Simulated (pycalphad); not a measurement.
Computed with pycalphad from the COST 507 light-alloy database (1999), at 1 atm. The database dates from 1999; later assessments differ in places, in temperatures and in the compounds included. Kinetics are ignored, which matters at the lower temperatures.

# Hf-0.14C (at.%): equilibrium cooling sequence

```
T (K)   phases above  phases below
------  ------------  ------------
2503.8        liquid  bcc + liquid
2495.9  bcc + liquid           bcc
2250.0           bcc     bcc + hcp
2024.6     bcc + hcp           hcp
```

Changes were sought between steps of 100 K, so a narrower field can be missed.
